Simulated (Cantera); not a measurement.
An isothermal, constant-pressure homogeneous reactor starts with 5.30 % H2, 94.7 % O2, at 1350 K and 2670 Pa.

Computed with Cantera and the H2/O2 subset of GRI-Mech 3.0, which has no nitrogen chemistry. Radical loss at walls, strong at low pressure, is not modelled. The temperature is held fixed by assumption; the heat of reaction is taken as removed at once.

One state of this run: x H2 = 7.97e-8; x O2 = 0.945; x H = 4.69e-9; x HO2 = 5.22e-8; x H2O = 0.0544; x H2O2 = 7.40e-10. x: mole fraction; the columns are a selection and need not sum to one.

Task: Which value of t (s) does it belong to?
(A) 0.00166
(B) 0.308
(C) 0.0541
(D) 10.0

Result: D, 10.0
